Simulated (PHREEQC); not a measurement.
# Metal-bearing waste water

Consider water at 65 °C with 140 mmol/kgw Pb(NO3)2, 0.33 mmol/kgw MgSO4 and 2.6 mmol/kgw NaCl. Closed to the air; pH follows from the charge balance.

The numbers come from PHREEQC with the ion-association model, phreeqc.dat.

No solid was allowed to form.

### Question
Predict the pH, activity of water.

### Answer
pH 4.24; activity of water 0.994.

### Question
In which forms is S present?

### Answer
PbSO4 71 %, SO4-2 29 % of the S.

Saturation is exceeded, for instance for Anglesite; the values hold only as long as no solid forms. At this temperature some constants are extrapolated from 25 °C, and those without enthalpy data are left unchanged.
